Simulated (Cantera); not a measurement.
Charge: 1 mol HgO, 0.51 mol O2, 0.72 mol H2, equilibrated at 0.00660 bar.

Equilibrium computed with Cantera from the NASA thermochemical tables; the gas is ideal and each condensed phase is pure. Candidate condensed phases: H2O, Hg, HgO; 10 gas species. Equilibrium is a limit: real reactors are often held back by kinetics, nucleation or transport.

**Question.** At 700 K, list the 3 most abundant gas species with their mole fractions, and the condensed phases.

**Answer.** Hg 0.422, H2O 0.304, O2 0.274. Condensed: gas only.
